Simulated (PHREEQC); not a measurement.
Ca(OH)2 is added in steps, without added water, to 1 kg of water holding 0.29 mol HF, 0.00045 mol NaF and 0.00017 mol LiCl, at 25 °C. Oxygen is held at 0.21 atm. The system is closed to CO2. The run lets Fluorite, Halite precipitate or redissolve, and no other solid.

Base run: PHREEQC, ion-association model, phreeqc.dat. Each further column changes one thing. The table gives Ca+2 (mol/kgw).

```
Ca(OH)2 added (mol)     base  temperature from 25 to 30 °C  LiCl from 0.00017 to 0.00034 mol/kgw  NaF replaced by NH4HF2 at the same molality  no solid may form
-------------------  -------  ----------------------------  ------------------------------------  -------------------------------------------  -----------------
0                          0                             0                                     0                                            0                  0
0.01875              5.27e-7                       6.63e-7                               5.28e-7                                      5.27e-7             0.0187
0.0375               5.60e-7                             …                               5.61e-7                                      5.60e-7             0.0374
0.04688              5.82e-7                             …                               5.83e-7                                      5.81e-7             0.0468
0.06563              6.42e-7                       8.03e-7                               6.44e-7                                      6.41e-7             0.0655
0.08438              7.41e-7                             …                               7.44e-7                                      7.40e-7             0.0841
0.1031               9.32e-7                             …                               9.35e-7                                      9.28e-7              0.103
0.1125               1.11e-6                             …                               1.11e-6                                      1.10e-6                  …
0.1313               2.18e-6                       2.68e-6                               2.19e-6                                      2.15e-6                  …
0.15                 0.00438                       0.00450                               0.00438                                      0.00420              0.146
```

Task: Fill in the missing entries.

Result: 
- 0.0375, temperature from 25 to 30 °C: 7.03e-7
- 0.04688, temperature from 25 to 30 °C: 7.30e-7
- 0.08438, temperature from 25 to 30 °C: 9.25e-7
- 0.1031, temperature from 25 to 30 °C: 1.16e-6
- 0.1125, temperature from 25 to 30 °C: 1.38e-6
- 0.1125, no solid may form: 0.112
- 0.1313, no solid may form: 0.131

 In at least one series the solution becomes supersaturated in solids that the run did not let form, among them Fluorite. Solids allowed in the column 'NaF replaced by NH4HF2 at the same molality': Fluorite.
